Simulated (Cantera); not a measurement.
A freely propagating, adiabatic, planar premixed flame of H2 : O2 : N2 = 1 : 0.417 : 2.1 (molar parts), unburnt at 650 K and 101000 Pa; mixture-averaged transport, grid criteria slope 0.08 and curve 0.16, no radiation.

Model: the H2/O2 subset of GRI-Mech 3.0, which has no nitrogen chemistry, integrated in Cantera. Burning velocities carry a grid error of a few per cent, more on coarse grids.

x: mole fraction of selected species; z is measured from the peak of heat release.

| z (mm) | T (K) | u (m/s) | x H2 | x O2 | x H2O | x OH | x HO2 | x H |
|---|---|---|---|---|---|---|---|---|
| -1.54 | 650 | 7.49 | 0.284 | 0.119 | <1e-8 | <1e-8 | <1e-8 | <1e-8 |
| -1.03 | 650 | 7.49 | 0.284 | 0.119 | <1e-8 | <1e-8 | <1e-8 | <1e-8 |
| -0.772 | 650 | 7.49 | 0.284 | 0.119 | <1e-8 | <1e-8 | <1e-8 | <1e-8 |
| -0.515 | 650 | 7.49 | 0.284 | 0.119 | 1.45e-7 | <1e-8 | 8.65e-7 | 1.01e-7 |
| -0.257 | 663 | 7.62 | 0.281 | 0.119 | ? | ? | ? | ? |
| -0.129 | 830 | 9.37 | 0.253 | 0.114 | 0.0158 | 0.000596 | 0.000150 | 0.00595 |
| 0 | 1231 | 13.5 | 0.156 | 0.0766 | 0.0951 | 0.00306 | 6.54e-5 | 0.0379 |
| 0.129 | ? | 16.4 | ? | ? | ? | ? | ? | 0.0606 |
| 0.257 | 1655 | 17.8 | 0.0600 | 0.0154 | 0.207 | 0.00976 | 1.12e-5 | 0.0581 |
| 0.515 | 1793 | 19.1 | 0.0592 | 0.0115 | 0.217 | 0.0112 | 7.34e-6 | 0.0471 |
| 1.03 | 1937 | 20.4 | 0.0594 | 0.00865 | 0.226 | 0.0118 | 4.85e-6 | 0.0349 |
| 2.06 | 2071 | 21.6 | 0.0581 | 0.00593 | 0.237 | 0.0112 | 3.02e-6 | 0.0242 |
| 4.12 | 2184 | 22.5 | 0.0560 | 0.00359 | 0.247 | 0.00951 | 1.74e-6 | 0.0159 |

Task: Complete the blanks.

Result: 
- -0.257, x H2O: 0.000687
- -0.257, x OH: 4.40e-5
- -0.257, x HO2: 0.000183
- -0.257, x H: 0.000206
- 0.129, T (K): 1521
- 0.129, x H2: 0.0753
- 0.129, x O2: 0.0277
- 0.129, x H2O: 0.184
- 0.129, x OH: 0.00754
- 0.129, x HO2: 2.20e-5
